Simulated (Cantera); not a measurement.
**Thermodynamics of silicon nitride deposition, feed SiH₂Cl₂ + N₂ + H₂**

Input: 1 mol SiH₂Cl₂, 1.5 mol N₂, 1.6 mol H₂, equilibrated at 20.0 mbar.

Method: chemical equilibrium by Gibbs-energy minimisation in Cantera with the NASA 1993 tables (ideal gas, pure condensed phases). Candidate condensed phases: NH₄Cl, Si, Si₃N₄; 28 gas species. Mutual solubility and eutectic melting of coexisting phases are not modelled. The tables' values for SiCl, SiCl₃, SiN are old estimates; treat these amounts as uncertain. Gases not in the tables: Si₂H₆ and higher silanes. Kinetics and transport are ignored.

```tsv
T (°C)	log p H₂	log p N₂	log p HCl	log p SiCl₂	log p H	log p Si	log p SiCl	log p Cl	n Si₃N₄(s)	n Si(l)
1400	-2.05	-2.31	-2.41	-2.68	-4.97	-6.84	-5.94	-5.44	0.159	0
1450	-2.04	-2.29	-2.49	-2.62	-4.76	-6.23	-5.55	-5.32	0.134	0
1500	-2.04	-2.25	-2.57	-2.59	-4.57	-5.67	-5.21	-5.21	0.0450	0.207
1550	-2.06	-2.23	-2.57	-2.60	-4.39	-5.35	-5.01	-5.02	0	0.349
1600	-2.06	-2.23	-2.56	-2.61	-4.22	-5.05	-4.83	-4.84	0	0.356
1650	-2.06	-2.23	-2.55	-2.61	-4.06	-4.77	-4.65	-4.67	0	0.361
1700	-2.06	-2.23	-2.54	-2.62	-3.90	-4.50	-4.48	-4.50	0	0.363
1750	-2.07	-2.23	-2.53	-2.63	-3.76	-4.24	-4.32	-4.35	0	0.362
1800	-2.07	-2.24	-2.53	-2.64	-3.62	-4.00	-4.17	-4.20	0	0.355
1850	-2.08	-2.24	-2.53	-2.65	-3.49	-3.77	-4.02	-4.06	0	0.339
```
log p: log10 of the partial pressure in bar; n: condensed amount in mol.

From 1400 °C to 1450 °C the condensed part is Si₃N₄(s). At 1500 °C the condensed part is Si(l) + Si₃N₄(s). From 1550 °C to 1850 °C the condensed part is Si(l). The main Si-bearing gas is SiCl₂ throughout. The share of Si in condensed phases is highest at 1400 °C (47.7 %) and lowest at 1850 °C (33.9 %).
